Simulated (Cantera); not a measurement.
NO annealing gas

A perfectly stirred reactor is fed with 16.9 % NO, 83.1 % N₂, at 0.620 bar; it is held at 1748 K, and followed from long to short residence time.

Model: GRI-Mech 3.0 (53 species, 325 reactions), integrated in Cantera.

```
τ (s)     x NO    x N₂O      x O₂   x N₂      x O
-------  -----  -------  --------  -----  -------
16       0.117  5.48e-6    0.0260  0.857  1.56e-5
4.1      0.150  9.01e-6   0.00954  0.840  1.00e-5
1.1      0.164  1.07e-5   0.00284  0.833  6.50e-6
0.27     0.168  1.12e-5  0.000698  0.831  4.80e-6
0.070    0.169  1.08e-5  0.000165  0.831  4.09e-6
0.018    0.169  9.24e-6   2.90e-5  0.831  3.29e-6
0.0046   0.169  5.84e-6   2.10e-6  0.831  1.76e-6
0.0012   0.169  2.42e-6   7.06e-8  0.831  6.31e-7
0.00030  0.169  7.18e-7   3.98e-9  0.831  2.69e-7
```
x: mole fraction; the columns are a selection and need not sum to one.
